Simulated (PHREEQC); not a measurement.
Model water analysis in mg/L, 25 °C, pH 3.47, pe 12.2:

| constituent | mg/L |
|---|---|
| Na | 554 |
| K | 138 |
| Ca | 514 |
| Mg | 33.7 |
| Cl | 43.3 |
| S(6) as SO4 | 2700 |
| Cu(2) | 5.85 |
| Zn | 21.6 |
| Al | 1.16 |

Valence states are taken as typed.

Model: ion-association model, phreeqc.dat, run in PHREEQC.

Question: The ionic strength comes out as 0.0742 mol/kgw. What activity coefficients do AlSO4+, CaHSO4+, SO4-2, Cu+2, Zn+2 get?

Answer: AlSO4+ 0.80, CaHSO4+ 0.80, SO4-2 0.41, Cu+2 0.43, Zn+2 0.41.

No solid was allowed to form. Species that the database lacks are ignored.
